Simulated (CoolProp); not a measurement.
A simple Rankine cycle with R142b: condensing at 314.15 K, boiler at 2.01 MPa, turbine inlet 376.6 K, turbine efficiency 0.7, pump efficiency 0.7, no recuperator. Each further row changes one setting.

The numbers come from the reference Helmholtz-energy equation of state, Lemmon 2006 in CoolProp. It is a short technical equation, of lower accuracy than the large ones.

| case | thermal efficiency (%) | net work (kJ/kg) | heat in (kJ/kg) | turbine exit temperature (K) | volume ratio over the turbine |
|---|---|---|---|---|---|
| as stated | 8.6 | 19.3 | 225 | 328.8 | (withheld) |
| turbine inlet 396.6 K | 8.7 | 21.9 | 250 | 352.5 | (withheld) |
| condensing temperature 306.15 K | 9.7 | (withheld) | 235 | 322.6 | 5.22 |
| boiler pressure 1.41 MPa | 6.7 | (withheld) | (withheld) | (withheld) | 2.71 |
| turbine efficiency 0.6 | (withheld) | 16.2 | 225 | 331.9 | 4.22 |

Task: Some entries are withheld; supply them.

Result: 
- as stated, volume ratio over the turbine: 4.17
- turbine inlet 396.6 K, volume ratio over the turbine: 3.97
- condensing temperature 306.15 K, net work (kJ/kg): 22.8
- boiler pressure 1.41 MPa, net work (kJ/kg): 16.1
- boiler pressure 1.41 MPa, heat in (kJ/kg): 238
- boiler pressure 1.41 MPa, turbine exit temperature (K): 345.8
- turbine efficiency 0.6, thermal efficiency (%): 7.2
